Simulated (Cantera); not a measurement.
Cantera run:

```python
import numpy as np
import cantera as ct

gas_names = """
    CL CL2 N N2 Si SiCL SiCL2 SiCL3 SiCL4 SiN Si2 Si2N Si3
""".split()
cond_names = """
    Si(cr) Si(L) Si3N4(a)
""".split()


# ... load() reads the species with a 1 bar reference pressure and builds the phases ...
atoms = {
    'SiCl4': {'Si': 1, 'CL': 4},
    'N2': {'N': 2},
}
top_T = {'Si3N4(a)': 2400}  # K; cautious upper limits of use, not melting points


# ... equilibrate(T, P, feed) seeds the gas with the atoms and calls Mixture.equilibrate('TP', solver="vcs", rtol=1e-11, max_steps=5000) ...
results = []
feed = {'SiCl4': 1, 'N2': 8.4}  # mol
P = 10000  # Pa
for T in [848, 998, 1148, 1298, 1448, 1598, 1748]:
    mix = equilibrate(T, P, feed)
    results.append((T, P, feed, dict(zip(mix.species_names, mix.species_moles))))

top = {s: max(r[3][s] / sum(r[3][g] for g in gas_names) for r in results) for s in gas_names}
cols = sorted((s for s in top if top[s] > 1e-05), key=lambda s: -top[s])[:5]
seen = [c for c in cond_names if any(r[3].get(c, 0) > 1e-12 for r in results)]
print("log10 of partial pressures in bar; condensed amounts in mol")
print(f"{'T/K':>10s}" + "".join(f"{s[:9]:>10s}" for s in cols + seen))
for T, P, feed, n in results:
    ng = sum(n[g] for g in gas_names)
    print(f"{T:10.4g}" + "".join(f"{np.log10(max(n[s] / ng * P / 1e5, 1e-99)):10.3f}" for s in cols)
          + "".join(f"{n.get(c, 0):10.4g}" for c in seen))
```

Result:

```
log10 of partial pressures in bar; condensed amounts in mol
       T/K        N2     SiCL4        CL     SiCL3     SiCL2
       848    -1.049    -1.973    -9.309    -8.935   -14.038
       998    -1.049    -1.973    -7.397    -7.204   -11.044
      1148    -1.049    -1.973    -6.008    -5.904    -8.792
      1298    -1.049    -1.974    -4.951    -4.896    -7.042
      1448    -1.049    -1.977    -4.114    -4.099    -5.656
      1598    -1.051    -1.990    -3.430    -3.469    -4.555
      1748    -1.055    -2.034    -2.859    -2.985    -3.686
```

Cantera equilibrium calculation (NASA polynomials, part measured and part estimated; ideal gas, pure solids and liquids). The tables' values for SiCl3 are old estimates; treat these amounts as uncertain.
